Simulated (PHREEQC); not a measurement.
PHREEQC input (ion-association model, wateq4f.dat):

```
SOLUTION 1
  temp 25
  units mol/kgw
  pH 7 charge
  Cl 0.021
END
SELECTED_OUTPUT 1
  -reset false
  -pH true
  -pe true
  -ionic_strength true
  -water true
  -totals Ag C Cl C(-4) C(4)
  -molalities H+ Ag+ CO3-2 Cl- CO2 HCO3- O2 OH- AgCl AgCl2-
    AgCl3-2 AgCl4-3 AgOH Ag(OH)2-
  -equilibrium_phases Ag2CO3 Cerargyrite Ag2O
PRINT
  -reset false
USE solution 1
EQUILIBRIUM_PHASES 1
  Ag2CO3 0 0.5
  Cerargyrite 0 0
  Ag2O 0 0
  O2(g) -0.68 10
  CO2(g) -5 10
END
# ... the last block is repeated for the other 10 points of log pCO2 (atm)
```

Selected output (columns that matter, 11 of 11 rows; log pCO2 (atm) added in front):

```
log pCO2 (atm)	pH	mu	Ag	C	Cl	m_H+	m_Ag+	m_Cl-	m_CO2	m_HCO3-	m_OH-	m_AgCl	Ag2CO3	Cerargyrite
-5	9.3717	0.00052105	0.00047888	0.00040961	7.235e-07	4.3571e-10	0.00047745	3.9238e-07	3.4041e-07	0.00036567	2.4183e-05	3.3109e-07	0.48926	0.020999
-4.5	9.028	0.00062236	0.00059472	0.00055496	6.4811e-07	9.6342e-10	0.00059377	3.17e-07	1.0765e-06	0.0005253	1.0987e-05	3.3108e-07	0.4892	0.020999
-4	8.668	0.00078494	0.00076816	0.00074837	5.78e-07	2.2139e-09	0.00076748	2.4691e-07	3.4039e-06	0.00072752	4.8122e-06	3.3107e-07	0.48912	0.020999
-3.5	8.2997	0.0010225	0.0010127	0.0010104	5.1991e-07	5.19e-09	0.0010122	1.8885e-07	1.0764e-05	0.00098933	2.0697e-06	3.3105e-07	0.48899	0.020999
-3	7.9276	0.0013538	0.0013482	0.0013748	4.7434e-07	1.2283e-08	0.0013478	1.4331e-07	3.4035e-05	0.0013348	8.8322e-07	3.3103e-07	0.48883	0.021
-2.5	7.5539	0.0018064	0.0018033	0.0019066	4.3944e-07	2.92e-08	0.001803	1.0844e-07	0.00010762	0.0017956	3.7582e-07	3.3099e-07	0.4886	0.021
-2	7.1795	0.00242	0.0024183	0.002756	4.1295e-07	6.9575e-08	0.0024179	8.2e-08	0.00034027	0.0024137	1.5982e-07	3.3095e-07	0.48829	0.021
-1.5	6.8048	0.0032493	0.0032483	0.0043226	3.9292e-07	1.66e-07	0.0032479	6.2035e-08	0.0010758	0.0032456	6.7992e-08	3.3088e-07	0.48788	0.021
-1	6.43	0.0043698	0.0043691	0.0077695	3.7778e-07	3.9649e-07	0.0043688	4.6975e-08	0.0034011	0.0043677	2.8952e-08	3.308e-07	0.48732	0.021
-0.5	6.0552	0.0058851	0.0058841	0.016636	3.663e-07	9.4776e-07	0.0058838	3.5616e-08	0.010752	0.0058839	1.2344e-08	3.3068e-07	0.48656	0.021
0	5.6805	0.0079365	0.0079343	0.041919	3.5757e-07	2.2669e-06	0.007934	2.7046e-08	0.033983	0.0079358	5.2704e-09	3.3053e-07	0.48553	0.021
```
